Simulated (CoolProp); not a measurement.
R365MFC at 381.92 K and 1.17 MPa is throttled through a valve to 0.0742 MPa with no heat exchange. Each further row changes one setting.

Model: reference Helmholtz-energy equation of state, Lemmon 2016, in CoolProp.

```csv
case,temperature change (K),final phase,final density (kg/m³)
as stated,(withheld),(withheld),7.55
outlet pressure 0.0223 MPa,(withheld),(withheld),1.95
outlet pressure 0.0965 MPa,-69.9,(withheld),(withheld)
```

Some entries are withheld; supply them.


- as stated, temperature change (K): -77.0
- as stated, final phase: two-phase, vapour fraction 0.595
- outlet pressure 0.0223 MPa, temperature change (K): -104.9
- outlet pressure 0.0223 MPa, final phase: two-phase, vapour fraction 0.745
- outlet pressure 0.0965 MPa, final phase: two-phase, vapour fraction 0.553
- outlet pressure 0.0965 MPa, final density (kg/m³): 10.4
